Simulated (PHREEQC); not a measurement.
Buffer

A solution holds 0.025 mol/kgw KHCO3 and 0.13 mol/kgw Na2CO3, at 25 °C. Closed to the air; pH follows from the charge balance.

Computed with PHREEQC (Pitzer model, pitzer.dat).

This is a speciation only: nothing precipitates in the calculation.

Estimate the pH, activity of water, specific conductance.

pH 10.50; activity of water 0.994; specific conductance 21600 µS/cm.

In which forms is C present?

CO3-2 84 %, HCO3- 16 % of the C.

Complexes and solids missing from the database can't appear.
